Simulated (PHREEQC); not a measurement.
Make-up at 30 °C: 0.043 mol H2SO4, 0.0025 mol NaCl and 0.00098 mol KCl per kg of water. Closed to the air; pH follows from the charge balance.

The numbers come from PHREEQC with the ion-association model, wateq4f.dat.

Q: The ionic strength comes out as 0.0703 mol/kgw. What activity coefficients do H+, SO4-2, KSO4-, Cl-, HSO4- get?

A: H+ 0.84, SO4-2 0.41, KSO4- 0.81, Cl- 0.79, HSO4- 0.80.

Precipitation was switched off in this run. Complexes and solids missing from the database can't appear.
